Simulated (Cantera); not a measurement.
A Cantera script and its output.

```python
import numpy as np
import cantera as ct

gas = ct.Solution("h2o2.yaml")
gas.TPX = 525, 11000, {'H2': 1, 'O2': 0.562, 'N2': 2.42}
flame = ct.FreeFlame(gas, width=0.19)
flame.set_refine_criteria(ratio=3, slope=0.08, curve=0.16)
flame.transport_model = "mixture-averaged"
flame.solve(loglevel=0, auto=True)
z, T = flame.grid, flame.T
thick = (T[-1] - T[0]) / np.gradient(T, z).max()
show = ['H2', 'O2', 'HO2', 'H2O2', 'OH', 'H']
print(f"laminar burning velocity  {flame.velocity[0] * 100:.3f} cm/s")
print(f"burnt temperature         {T[-1]:.1f} K")
print(f"thermal thickness         {thick * 1e3:.4f} mm")
print(f"grid points               {len(z)}")
z0 = z[flame.heat_release_rate.argmax()]
print(f"{'z/mm':>9s}{'T/K':>9s}{'u/(m/s)':>9s}" + "".join(f"{s:>11s}" for s in show))
rows = []
for k in (-3, -2, -1.5, -1, -0.5, -0.25, 0, 0.25, 0.5, 1, 2, 4, 8):
    zz = z0 + k * thick
    rows.append([k * thick, np.interp(zz, z, T), np.interp(zz, z, flame.velocity),
                 *(np.interp(zz, z, flame.X[gas.species_index(s)]) for s in show)])
    print(f"{rows[-1][0] * 1e3:9.3f}{rows[-1][1]:9.1f}{rows[-1][2]:9.3f}" + "".join(f"{x:11.3e}" for x in rows[-1][3:]))
```

Result:

```
laminar burning velocity  380.547 cm/s
burnt temperature         2258.2 K
thermal thickness         8.4225 mm
grid points               134
     z/mm      T/K  u/(m/s)         H2         O2        HO2       H2O2         OH          H
  -25.267    525.0    3.805  2.511e-01  1.411e-01  3.745e-15  1.251e-18  1.720e-20  1.126e-17
  -16.845    525.0    3.805  2.511e-01  1.411e-01  3.288e-12  1.285e-16  5.732e-17  8.682e-14
  -12.634    525.0    3.805  2.511e-01  1.411e-01  2.242e-10  1.127e-14  5.907e-15  1.163e-11
   -8.422    525.0    3.805  2.511e-01  1.411e-01  9.556e-08  3.238e-11  1.770e-11  2.059e-08
   -4.211    530.9    3.843  2.497e-01  1.411e-01  5.155e-05  9.197e-07  2.084e-05  1.305e-04
   -2.106    659.8    4.718  2.285e-01  1.378e-01  3.450e-05  1.643e-06  3.094e-04  5.804e-03
    0.000   1048.6    7.270  1.133e-01  9.735e-02  1.311e-05  5.223e-07  2.307e-03  4.915e-02
    2.106   1317.4    9.026  3.671e-02  4.710e-02  5.466e-06  7.197e-07  6.369e-03  6.791e-02
    4.211   1434.9    9.765  3.247e-02  4.073e-02  4.053e-06  5.976e-07  8.390e-03  5.985e-02
    8.422   1567.7   10.575  3.289e-02  3.752e-02  3.119e-06  3.786e-07  1.063e-02  4.785e-02
   16.845   1711.6   11.426  3.193e-02  3.417e-02  2.353e-06  2.016e-07  1.272e-02  3.556e-02
   33.690   1856.7   12.259  2.908e-02  3.074e-02  1.738e-06  1.061e-07  1.413e-02  2.431e-02
   67.380   1993.6   13.023  2.446e-02  2.737e-02  1.284e-06  6.162e-08  1.443e-02  1.505e-02
```

Computed with Cantera and the H2/O2 subset of GRI-Mech 3.0, which has no nitrogen chemistry. Burning velocities carry a grid error of a few per cent, more on coarse grids.
